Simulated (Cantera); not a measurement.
## Catalytic stagnation flow on Pt

A jet of H₂ : O₂ : N₂ = 0.02 : 0.055 : 0.79 (molar parts), equivalence ratio 0.18 at 300 K and 15.8 Torr hits a platinum plate 2.2 cm away at a mass flux of 0.19 kg/m²/s; the plate temperature is set and raised in steps from an oxygen-covered start.

Model: Deutschmann's 1995 Pt surface mechanism with GRI-Mech 3.0 gas chemistry, integrated in Cantera. Catalytic surfaces can have several steady states; this one follows from the mechanism file's or the stated starting coverage.

| plate T (K) | wall x H₂ | wall x O₂ | wall x H₂O | wall x OH | θ free Pt | θ O* | θ OH* |
|---|---|---|---|---|---|---|---|
| 500 | 0.00572 | 0.0446 | 0.0347 | <1e-8 | 0.188 | 0.798 | 0.0138 |
| 550 | 0.00570 | 0.0446 | 0.0344 | <1e-8 | 0.199 | 0.793 | 0.00785 |
| 600 | 0.00569 | 0.0447 | 0.0341 | <1e-8 | 0.209 | 0.786 | 0.00486 |
| 650 | 0.00569 | 0.0448 | 0.0339 | <1e-8 | 0.219 | 0.778 | 0.00322 |
| 700 | 0.00567 | 0.0448 | 0.0337 | <1e-8 | 0.229 | 0.769 | 0.00226 |
| 750 | 0.00558 | 0.0448 | 0.0336 | <1e-8 | 0.242 | 0.756 | 0.00168 |
| 800 | 0.00531 | 0.0445 | 0.0340 | <1e-8 | 0.268 | 0.731 | 0.00131 |
x: mole fraction at the wall; θ: surface coverage.
